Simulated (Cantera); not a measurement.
A perfectly stirred reactor is fed with NH3 : N2 = 1 : 0.18 (molar parts), at 0.0132 atm; it is held at 1675 K, and followed from long to short residence time.

Detailed kinetics in Cantera: the gas-phase N/H chemistry of the illustrative SiF4/NH3 mechanism in the Surface Chemkin manual (1991). Walls and surfaces, which speed up NH3 decomposition in real reactors, are not modelled.

Predict: x(NH3) at τ = 18.0 s; x(N2) at τ = 18.0 s; x(H2) at τ = 18.0 s; x(H) at τ = 18.0 s; x(N) at τ = 18.0 s; x(NH3) at τ = 85.0 ms; x(N2) at τ = 85.0 ms; x(H2) at τ = 85.0 ms; x(H) at τ = 85.0 ms.


```
Quantity                  Value
---------------------  --------
x(NH3) at τ = 18.0 s      0.547
x(N2) at τ = 18.0 s       0.209
x(H2) at τ = 18.0 s       0.244
x(H) at τ = 18.0 s      3.89e-5
x(N) at τ = 18.0 s      8.80e-8
x(NH3) at τ = 85.0 ms     0.846
x(N2) at τ = 85.0 ms      0.153
x(H2) at τ = 85.0 ms   0.000876
x(H) at τ = 85.0 ms     1.55e-7
```
